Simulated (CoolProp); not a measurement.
Vapour-liquid equilibrium of R22 (1) + n-hexane (2) at 317.8 K; x and y are mole fractions of (1).

Model: multi-fluid Helmholtz-energy mixture model, Kamei 1995 and Thol 2019; pair parameters Bell 2016, in CoolProp.

Problem. Give the bubble pressure and the first vapour's composition at x = 0.45, 0.55, 0.75. Is there an azeotrope?

Solution. x = 0.45: 0.8707 MPa, y = 0.956; x = 0.55: 1.009 MPa, y = 0.965; x = 0.75: 1.280 MPa, y = 0.979. No azeotrope shows between x = 0.05 and 0.95.

Pair parameters are fitted to limited data, so mixtures are less certain than the pure fluids. The gap from Raoult's law changes sign with composition, which may be real or a fault of the pair parameters; it wasn't checked against measurements.
